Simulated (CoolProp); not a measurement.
Vapour-liquid equilibrium of 1-butene (1) + acetone (2) at 93.05 °C; x and y are mole fractions of (1).

Computed with CoolProp (multi-fluid Helmholtz-energy mixture model, Lemmon 2005 and Lemmon 2006; pair parameters Bell 2016).

Question: Give the bubble pressure and the first vapour's composition at x = 0.35, 0.45, 0.65. Is there an azeotrope?

Answer: x = 0.35: 0.9789 MPa, y = 0.732; x = 0.45: 1.094 MPa, y = 0.776; x = 0.65: 1.277 MPa, y = 0.843. No azeotrope shows between x = 0.05 and 0.95.

The pair parameters rest on a limited set of measurements; away from them the model extrapolates.
